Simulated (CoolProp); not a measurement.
Vapour-liquid equilibrium of hydrogen sulfide (1) + isobutane (2) at 2.02 bar; x and y are mole fractions of (1).

Model: multi-fluid Helmholtz-energy mixture model, Lemmon 2006 and Bücker 2006; pair parameters Kunz 2012, in CoolProp.

| x | bubble temperature (°C) | y at the bubble point | dew temperature at overall composition x (°C) | liquid density (mol/L) |
|---|---|---|---|---|
| 0.05 | -3.9 | 0.344 | 5.9 | 10.40 |
| 0.15 | -19.9 | 0.678 | 2.8 | 11.49 |
| 0.25 | -29.2 | 0.806 | -0.5 | 12.56 |
| 0.35 | -34.7 | 0.863 | -4.1 | 13.68 |
| 0.45 | -37.9 | 0.893 | -8.2 | 14.91 |
| 0.55 | -39.9 | 0.911 | -12.8 | 16.31 |
| 0.65 | -41.3 | 0.925 | -18.2 | 17.94 |
| 0.75 | -42.4 | 0.938 | -24.8 | 19.89 |
| 0.85 | -43.6 | 0.955 | -33.4 | 22.28 |
| 0.95 | -44.9 | 0.981 | -43.3 | 25.28 |

No azeotrope shows between x = 0.05 and 0.95.

The pair parameters rest on a limited set of measurements; away from them the model extrapolates.
